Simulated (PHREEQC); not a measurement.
Hard or scaling water

Solution (50 °C): 0.000185 mol/kgw Ca(HCO3)2, 0.055 mol/kgw NaF and 0.0245 mol/kgw NaCl. Closed to the air; pH follows from the charge balance.

The numbers come from PHREEQC with the ion-association model, phreeqc.dat.

No solid was allowed to form.

### Question
What pH, density, specific conductance does the model give?

### Answer
pH 7.75; density 0.991 g/cm³; specific conductance 12000 µS/cm.

### Question
In which forms is F present?

### Answer
F- 97 %, NaF 2.6 % of the F.

Examples of supersaturated solids here: Fluorite. Others may be too. Complexes and solids missing from the database can't appear. Constants without temperature data keep their 25 °C values here.
